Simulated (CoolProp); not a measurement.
Nitrous oxide along the isotherm -77.45 °C: Z from the reference equation and from simpler models built on Tc = 36.4 °C, pc = 7.245 MPa, ω = 0.161; each cubic takes its own stable root.

Model: reference Helmholtz-energy equation of state, Lemmon 2006, in CoolProp. It is a short technical equation, of lower accuracy than the large ones.

```csv
p (MPa),phase,reference,van der Waals,Redlich-Kwong
0.115,gas,0.9759,0.9862,0.9805
0.217,liquid,0.004901,0.9737,0.9626
0.412,liquid,0.009303,0.9487,0.01018
0.78,liquid,0.01760,0.8977,0.01926
1.48,liquid,0.03337,0.05348,0.03648
2.8,liquid,0.06303,0.1006,0.06883
5.32,liquid,0.1194,0.1894,0.1301
10.1,liquid,0.2253,0.3542,0.2449
```

At some of these states van der Waals, Redlich-Kwong gives the other phase, because its saturation line lies elsewhere.
